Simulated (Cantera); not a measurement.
Feed: 1 mol BCl₃, 17 mol NH₃, 9.4 mol H₂, held at 777 °C and 23.0 Pa.

Equilibrium computed with Cantera from the NASA thermochemical tables; the gas is ideal and each condensed phase is pure. Candidate condensed phases: B, BN, NH₄Cl; 21 gas species. The numbers say what is thermodynamically allowed, not how fast it happens.

Base state: H₂ 0.752, N₂ 0.180, HCl 0.0676 (mole fractions); condensed: BN(s).

Question: What changes in the equilibrium state with this change: BCl₃ replaced by B₂O₃?

Answer: 
| species | before | after |
|---|---|---|
| H₂ | 0.752 | 0.804 |
| N₂ | 0.180 | 0.196 |
| H₂O | 0 | 0.000272 |
| HCl | 0.0676 | 0 |
| HBO₂ | 0 | 7.71e-5 |
| BN(s), mol | 1.00 | 0.00895 |
| B₂O₃(l), mol | 0 | 0.994 |
Mutual solubility and eutectic melting of coexisting phases are not modelled. Further candidate phases: B₂O₃, B₃O₃H₃, H₂O.
